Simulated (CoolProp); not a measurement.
Vapour-liquid equilibrium of R125 (1) + cyclopropane (2) at 14.85 °C; x and y are mole fractions of (1).

Values from CoolProp's multi-fluid Helmholtz-energy mixture model, Lemmon 2005 and Polt 1992; pair parameters Bell 2016. This equation is an older, rougher fit; its heat capacities, sound speeds and derivatives of the liquid may be far off and weren't checked against measurements.

```csv
x,bubble pressure (bar),y at the bubble point,dew pressure at overall composition x (bar),liquid density (mol/L)
0.05,6.623,0.196,5.715,14.73
0.2,8.772,0.441,6.654,13.73
0.35,9.826,0.545,7.877,12.85
0.5,10.43,0.618,9.380,12.08
0.65,10.79,0.696,10.61,11.44
0.8,10.91,0.795,10.90,10.91
0.95,10.65,0.938,10.61,10.50
```

y crosses x between x = 0.65 and 0.8: the model has an azeotrope there.

The pair parameters rest on a limited set of measurements; away from them the model extrapolates.
